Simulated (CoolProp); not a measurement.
Vapour-liquid equilibrium of R125 (1) + dimethyl ether (2) at 282.4 K; x and y are mole fractions of (1).

Computed with CoolProp (multi-fluid Helmholtz-energy mixture model, Lemmon 2005 and Wu 2011; pair parameters Bell 2016).

Question: Give the bubble pressure and the first vapour's composition at x = 0.35, 0.5, 0.95. Is there an azeotrope?

Answer: x = 0.35: 453.5 kPa, y = 0.486; x = 0.5: 519.5 kPa, y = 0.668; x = 0.95: 846.6 kPa, y = 0.985. No azeotrope shows between x = 0.05 and 0.95.

The pair parameters rest on a limited set of measurements; away from them the model extrapolates.
